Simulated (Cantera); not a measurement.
An isothermal, constant-pressure homogeneous reactor starts with N₂O = 1 (molar parts), at 1500 K and 1.10 bar. Integrator tolerance rtol = 1e-08.

Computed with Cantera and GRI-Mech 3.0 (53 species, 325 reactions). GRI-Mech 3.0 was tuned for natural gas; its chemistry of N2O as a main component is partial and can be far from experiment. The temperature is held fixed by assumption; the heat of reaction is taken as removed at once.

Q: What does this change do: temperature 1500 to 1050 K?

A: 
| quantity | before | after |
|---|---|---|
| x(N₂O) at 30.0 s | 4.93e-6 (gas-phase equilibrium 8.41e-8) | 0.426 (gas-phase equilibrium 4.65e-9) |
| x(O) at 30.0 s | 2.03e-6 (gas-phase equilibrium 2.24e-6) | 6.73e-8 (gas-phase equilibrium 3.71e-10) |
| x(NO₂) at 30.0 s | 0.000773 (gas-phase equilibrium 1.00e-5) | 0.000294 (gas-phase equilibrium 3.13e-6) |
| x(O₂) at 30.0 s | 0.272 (gas-phase equilibrium 0.333) | 0.182 (gas-phase equilibrium 0.333) |
| x(NO) at 30.0 s | 0.121 (gas-phase equilibrium 0.00142) | 0.0175 (gas-phase equilibrium 6.15e-5) |
| x(N₂) at 30.0 s | 0.606 (gas-phase equilibrium 0.666) | 0.374 (gas-phase equilibrium 0.667) |
The mechanism lacks the step 2 NO + O2 → 2 NO2, which can matter for NO2 below about 1400 K.

Q: What does this change do: temperature 1500 to 1100 K?

A: 
```tsv
quantity	before	after
x(N₂O) at 30.0 s	4.93e-6 (gas-phase equilibrium 8.41e-8)	0.116 (gas-phase equilibrium 7.18e-9)
x(O) at 30.0 s	2.03e-6 (gas-phase equilibrium 2.24e-6)	7.47e-8 (gas-phase equilibrium 1.38e-9)
x(NO₂) at 30.0 s	0.000773 (gas-phase equilibrium 1.00e-5)	0.000468 (gas-phase equilibrium 3.73e-6)
x(O₂) at 30.0 s	0.272 (gas-phase equilibrium 0.333)	0.279 (gas-phase equilibrium 0.333)
x(NO) at 30.0 s	0.121 (gas-phase equilibrium 0.00142)	0.0301 (gas-phase equilibrium 9.90e-5)
x(N₂) at 30.0 s	0.606 (gas-phase equilibrium 0.666)	0.574 (gas-phase equilibrium 0.667)
```
The mechanism lacks the step 2 NO + O2 → 2 NO2, which can matter for NO2 below about 1400 K.
